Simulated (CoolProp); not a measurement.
A Linde-Hampson liquefier for carbon monoxide: isothermal reversible compression at 280 K from 1 atm to 25 MPa, throttling to 1 atm, return gas leaving the recuperator 5 K below the feed. Each further row changes one setting.

Values from CoolProp's reference Helmholtz-energy equation of state, Lemmon 2006. It is a short technical equation, of lower accuracy than the large ones.

```tsv
case	liquid yield per pass	compression work (kJ/kg of gas)
as stated	0.105	455
high pressure 50 MPa	0.113	524
warm-end temperature 310 K	0.075	509
warm-end gap 10 K	0.094	455
```
